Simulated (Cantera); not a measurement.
A freely propagating, adiabatic, planar premixed flame of H₂ : O₂ : N₂ = 1 : 0.25 : 0.94 (molar parts), equivalence ratio 2.0, unburnt at 400 K and 1.50 bar; mixture-averaged transport, grid criteria slope 0.08 and curve 0.16, no radiation.

Detailed kinetics in Cantera: the H2/O2 subset of GRI-Mech 3.0, which has no nitrogen chemistry. Burning velocities carry a grid error of a few per cent, more on coarse grids.

x: mole fraction of selected species; z is measured from the peak of heat release.

```tsv
z (mm)	T (K)	u (m/s)	x H₂	x O₂	x H₂O	x H₂O₂	x H	x OH
-0.661	400	4.73	0.457	0.114	<1e-8	<1e-8	<1e-8	<1e-8
-0.441	400	4.73	0.457	0.114	<1e-8	<1e-8	<1e-8	<1e-8
-0.330	400	4.73	0.457	0.114	<1e-8	<1e-8	<1e-8	<1e-8
-0.220	400	4.73	0.456	0.114	5.52e-7	<1e-8	<1e-8	<1e-8
-0.110	___	5.07	0.450	0.115	0.000795	1.32e-5	3.08e-5	3.67e-5
-0.0551	___	8.24	0.415	0.108	0.0239	6.37e-5	0.00487	0.000898
0	___	12.6	0.339	0.0796	0.0901	8.75e-6	0.0292	0.00146
0.0551	___	15.6	0.261	0.0336	0.178	1.65e-6	0.0585	0.00300
0.110	1573	17.1	0.226	0.00942	0.225	8.79e-7	0.0692	0.00346
0.220	1693	18.3	0.219	0.00101	0.243	4.96e-7	0.0639	0.00365
0.441	1804	19.4	0.227	0.000306	0.247	2.87e-7	0.0501	0.00361
0.881	1907	20.3	0.235	0.000171	0.249	1.49e-7	0.0360	0.00317
1.76	1990	21.1	0.242	8.36e-5	0.252	7.34e-8	0.0242	0.00247
```

### Question
What belongs in the gaps?

### Answer

- -0.110, T (K): 433
- -0.0551, T (K): 726
- 0, T (K): 1139
- 0.0551, T (K): 1429
